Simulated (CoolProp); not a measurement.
Properties of diethyl ether at several states (Tc = 194.7 °C, pc = 3717 kPa, ω = 0.282).

Computed with CoolProp (reference Helmholtz-energy equation of state, Thol 2014).

| T (°C) | p (kPa) | phase | cp (kJ/(kg K)) | cv (kJ/(kg K)) | isothermal compressibility (1/MPa) | expansivity (1/kK) |
|---|---|---|---|---|---|---|
| 257.65 | 822 | gas | 2.377 | 2.231 | 1.282 | 2.262 |
| 21.15 | 19.4 | gas | 1.632 | 1.513 | 52.07 | 3.543 |
| 82.35 | 381 | gas | 2.008 | 1.800 | 2.980 | 4.312 |
| 204.25 | 115 | gas | 2.190 | 2.073 | 8.782 | 2.169 |
